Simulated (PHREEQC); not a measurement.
A solution holds 0.038 mol/kgw HF and 0.37 mol/kgw NH4HF2, at 15 °C. Closed to the air; pH follows from the charge balance.

Equilibrium calculation in PHREEQC: ion-association model, wateq4f.dat.

The pH comes out as 3.14 and the ionic strength is 0.371 mol/kgw. The activity of water is 0.984 and the total alkalinity comes out as -408 meq/kg.

| species | molality | activity | log γ |
|---|---|---|---|
| NH4+ | 0.370 | 0.272 | -0.134 |
| F- | 0.245 | 0.162 | -0.180 |
| HF | 0.135 | 0.147 | 0.037 |
| HF2- | 0.126 | 0.0832 | -0.180 |
| H2F2 | 0.0732 | 0.0798 | 0.037 |
| H+ | 0.000927 | 0.000721 | -0.109 |
| NH3 | 1.03e-7 | 1.03e-7 | 0.000 |

Precipitation was switched off in this run. Species that the database lacks are ignored. wateq4f.dat counts part of the HF as a dimer, H2F2, which phreeqc.dat doesn't know; its constant is uncertain.
